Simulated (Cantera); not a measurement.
An isothermal, constant-pressure homogeneous reactor starts with CH4 : H2O : H2 = 1 : 3.2 : 0.3 (molar parts), at 1425 K and 13300 Pa. Integrator tolerance rtol = 1e-08.

Detailed kinetics in Cantera: GRI-Mech 3.0 (53 species, 325 reactions).

Task: What does this change do: temperature 1425 to 1625 K?

Result: 
```tsv
quantity	before	after
x(CH4) at 70.0 s	0.0342 (gas-phase equilibrium 1.24e-8)	3.87e-5 (gas-phase equilibrium 1.19e-9)
x(H2O) at 70.0 s	0.455 (gas-phase equilibrium 0.308)	0.314 (gas-phase equilibrium 0.314)
x(H2) at 70.0 s	0.402 (gas-phase equilibrium 0.539)	0.532 (gas-phase equilibrium 0.532)
x(C2H2) at 70.0 s	0.0304 (gas-phase equilibrium <1e-12)	1.19e-7 (gas-phase equilibrium <1e-12)
x(C2H) at 70.0 s	9.83e-10 (gas-phase equilibrium <1e-12)	<1e-12 (gas-phase equilibrium <1e-12)
x(O2) at 70.0 s	1.83e-12 (gas-phase equilibrium 1.07e-12)	2.05e-10 (gas-phase equilibrium 2.08e-10)
x(O) at 70.0 s	3.56e-12 (gas-phase equilibrium 3.97e-12)	7.63e-10 (gas-phase equilibrium 7.73e-10)
```

Task: What does this change do: pressure from 13300 Pa to 1300000 Pa?

Result: 
```
quantity                                              before                                      after
-----------------  -----------------------------------------  -----------------------------------------
x(CH4) at 70.0 s      0.0342 (gas-phase equilibrium 1.24e-8)    0.0828 (gas-phase equilibrium 0.000118)
x(H2O) at 70.0 s         0.455 (gas-phase equilibrium 0.308)        0.447 (gas-phase equilibrium 0.308)
x(H2) at 70.0 s          0.402 (gas-phase equilibrium 0.539)        0.374 (gas-phase equilibrium 0.538)
x(C2H2) at 70.0 s      0.0304 (gas-phase equilibrium <1e-12)  0.000195 (gas-phase equilibrium 1.33e-10)
x(C2H) at 70.0 s     9.83e-10 (gas-phase equilibrium <1e-12)      <1e-12 (gas-phase equilibrium <1e-12)
x(O2) at 70.0 s    1.83e-12 (gas-phase equilibrium 1.07e-12)      <1e-12 (gas-phase equilibrium <1e-12)
x(O) at 70.0 s     3.56e-12 (gas-phase equilibrium 3.97e-12)      <1e-12 (gas-phase equilibrium <1e-12)
```
The pressure lies above the range GRI-Mech 3.0 was tuned for (to about 10 atm).

Task: What does this change do: pressure from 13300 Pa to 500000 Pa?

Result: 
```csv
quantity,before,after
x(CH4) at 70.0 s,0.0342 (gas-phase equilibrium 1.24e-8),0.0766 (gas-phase equilibrium 1.74e-5)
x(H2O) at 70.0 s,0.455 (gas-phase equilibrium 0.308),0.441 (gas-phase equilibrium 0.308)
x(H2) at 70.0 s,0.402 (gas-phase equilibrium 0.539),0.383 (gas-phase equilibrium 0.539)
x(C2H2) at 70.0 s,0.0304 (gas-phase equilibrium <1e-12),0.00104 (gas-phase equilibrium 1.98e-11)
x(C2H) at 70.0 s,9.83e-10 (gas-phase equilibrium <1e-12),5.91e-12 (gas-phase equilibrium <1e-12)
x(O2) at 70.0 s,1.83e-12 (gas-phase equilibrium 1.07e-12),<1e-12 (gas-phase equilibrium <1e-12)
x(O) at 70.0 s,3.56e-12 (gas-phase equilibrium 3.97e-12),<1e-12 (gas-phase equilibrium <1e-12)
```
